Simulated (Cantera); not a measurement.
An isothermal, constant-pressure homogeneous reactor starts with CH4 : N2 = 1 : 3.1 (molar parts), at 1698 K and 1.00 atm. Integrator tolerance rtol = 1e-08.

Computed with Cantera and GRI-Mech 3.0 (53 species, 325 reactions). GRI-Mech 3.0 stops at C3 and has no aromatics, soot or wall deposition, so with more carbon than oxygen in the feed, carbon stays in small species such as C2H2 where larger ones or solid carbon would form.

**Question.** What does this change do: pressure from 1.00 atm to 0.00415 atm?

**Answer.** 
```tsv
quantity	before	after
x(CH4) at 20.0 s	0.00613 (gas-phase equilibrium 0.00444)	0.000356 (gas-phase equilibrium 1.92e-5)
x(H) at 20.0 s	7.73e-5 (gas-phase equilibrium 7.77e-5)	0.00118 (gas-phase equilibrium 0.00122)
x(C2H6) at 20.0 s	8.87e-7 (gas-phase equilibrium 4.60e-7)	1.84e-9 (gas-phase equilibrium 8.48e-12)
x(CH3) at 20.0 s	3.36e-5 (gas-phase equilibrium 2.42e-5)	2.91e-5 (gas-phase equilibrium 1.62e-6)
x(C2H4) at 20.0 s	0.00134 (gas-phase equilibrium 0.000690)	6.06e-6 (gas-phase equilibrium 3.01e-6)
```
Radical loss at walls, strong at low pressure, is not modelled.
